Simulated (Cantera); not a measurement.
**Equilibrium for tantalum, niobium, vanadium and zirconium in process gases: Ta + O2 + H2**

A closed system holds: 1 mol Ta, a varied amount of O2, 67 mol H2, held at 0.133 bar.

These are equilibrium values from Cantera (NASA tables, ideal gas, pure condensed phases), not measurements of a reactor. Candidate condensed phases: H2O, Ta, Ta2O5; 12 gas species. Mutual solubility and eutectic melting of coexisting phases are not modelled. Condensed phases not in the tables: N, O or C dissolved in the metal. The numbers say what is thermodynamically allowed, not how fast it happens.

Stable condensed phases:

```
T in °C \ n(O2) in mol
         0.11 0.15 0.19 0.22 0.26 0.29 0.33 0.36  0.4 0.43 0.47
   2425     A    A    A    A    A    A    A    A    A    A    A
   2400     A    A    A    A    A    A    A    A    A    A    A
   2375     A    A    A    A    A    A    A    A    A    A    A
   2350     A    A    A    A    A    A    A    A    A    A    A
   2325     A    A    A    A    A    A    A    A    A    A    A
   2300     A    A    A    A    A    A    A    A    A    A    A
   2275     A    A    A    A    A    A    A    A    A    A    A
   2250     A    A    A    A    A    A    A    A    A    A    A
   2225     A    A    A    A    A    A    A    A    A    A    A
   2200     A    A    A    A    A    A    A    A    A    A    A
   2175     A    A    A    A    A    A    A    A    A    A    B
   2150     A    A    A    A    A    A    A    A    B    B    B
   2125     A    A    A    A    A    A    B    B    B    B    B
```

A: Ta; B: Ta + Ta2O5.
